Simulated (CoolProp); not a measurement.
Dimethyl carbonate along the isotherm 600 K: density (kg/m³) from the reference equation and from simpler models built on Tc = 557.0 K, pc = 49.09 bar, ω = 0.346; each cubic takes its own stable root.

Values from CoolProp's reference Helmholtz-energy equation of state, Zhou 2011.

| p (bar) | phase | reference |
|---|---|---|
| 1.55 | gas | 2.823 |
| 2.28 | gas | 4.170 |
| 3.34 | gas | 6.145 |
| 4.91 | gas | 9.115 |
| 7.21 | gas | 13.57 |
| 10.6 | gas | 20.36 |
| 15.5 | gas | 30.73 |
| 22.8 | gas | 47.58 |
| 33.4 | gas | 76.00 |
| 49.1 | supercritical | 132.2 |
| 72.1 | supercritical | 282.1 |
| 106 | supercritical | 495.5 |
| 155 | supercritical | 595.0 |
| 228 | supercritical | 663.5 |
| 334 | supercritical | 720.2 |
| 491 | supercritical | 773.4 |

**Question.** How far does each simpler model (ideal gas, van der Waals, Redlich-Kwong, Soave-Redlich-Kwong, Peng-Robinson) lie from the reference over these 16 states: mean and median of the absolute difference, and the worst?

**Answer.** 
- ideal gas: mean 20.6 %, median 14.1 %, worst -61.4 % at 600 K and 106 bar
- van der Waals: mean 8.5 %, median 0.8 %, worst -26.6 % at 600 K and 491 bar
- Redlich-Kwong: mean 3.0 %, median 0.5 %, worst -8.7 % at 600 K and 155 bar
- Soave-Redlich-Kwong: mean 4.0 %, median 0.9 %, worst -13.9 % at 600 K and 106 bar
- Peng-Robinson: mean 1.5 %, median 1.0 %, worst -6.4 % at 600 K and 106 bar
